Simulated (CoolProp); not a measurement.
Properties of ammonia along the isobar 0.101 MPa (Tc = 405.6 K, pc = 11.36 MPa, ω = 0.256).

Values from CoolProp's reference Helmholtz-energy equation of state, Gao 2020.

| T (K) | phase | Joule-Thomson coefficient (K/MPa) | conductivity (mW/(m K)) |
|---|---|---|---|
| 399.4 | gas | 10.71 | … |
| 427.1 | gas | 8.805 | 41.3 |
| 454.7 | gas | 7.359 | 45.7 |
| 482.4 | gas | 6.224 | 50.2 |
| 510.1 | gas | 5.320 | … |
| 537.8 | gas | 4.590 | … |
| 565.4 | gas | 3.994 | 63.6 |
| 593.1 | gas | 3.499 | 67.7 |
| 620.8 | gas | 3.086 | 71.3 |
| 648.5 | gas | 2.738 | 74.4 |

Question: Fill in the missing entries.

Answer: 
- 399.4, conductivity (mW/(m K)): 37.1
- 510.1, conductivity (mW/(m K)): 54.8
- 537.8, conductivity (mW/(m K)): 59.3

Thermal conductivity comes from a separate model (Tufeu 1984).
